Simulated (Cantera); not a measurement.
An isothermal, constant-pressure homogeneous reactor starts with H₂ : O₂ : N₂ = 0.036 : 1 : 1 (molar parts), equivalence ratio 0.018, at 1225 K and 20.0 Torr.

Model: GRI-Mech 3.0 (53 species, 325 reactions), integrated in Cantera. Radical loss at walls, strong at low pressure, is not modelled.

One state of this run: x H₂ = 2.59e-5; x O₂ = 0.485; x H₂O₂ = 3.81e-8; x HO₂ = 8.87e-7; x O = 0.00135. x: mole fraction; the columns are a selection and need not sum to one.

Which value of t (s) does it belong to?
A) 0.00346
B) 0.118
C) 1.75e-5
D) 0.686

B, 0.118
